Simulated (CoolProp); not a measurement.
The fluid at 298.15 K and 2.03 MPa is throttled through a valve to 0.696 MPa with no heat exchange. The same conditions are run with several fluids, on thermodynamics alone (safety and materials aside).

Values from CoolProp's reference Helmholtz-energy equation of state of each fluid (dimethyl carbonate: Zhou 2011; the fluoroketone C6F12O (FK-5-1-12): McLinden 2015; R124: de Vries 1995; R1233zd(E): Akasaka 2022; R404A: Lemmon 2003). Blends and air are pseudo-pure fits.

```tsv
fluid	temperature change (K)	final phase	final density (kg/m³)
dimethyl carbonate	+0.4	liquid	1060
the fluoroketone C6F12O (FK-5-1-12)	+0.3	liquid	1600
R124	+0.2	liquid	1360
R1233zd(E)	+0.4	liquid	1260
R404A	-20.7	two-phase, vapour fraction 0.185	168
```
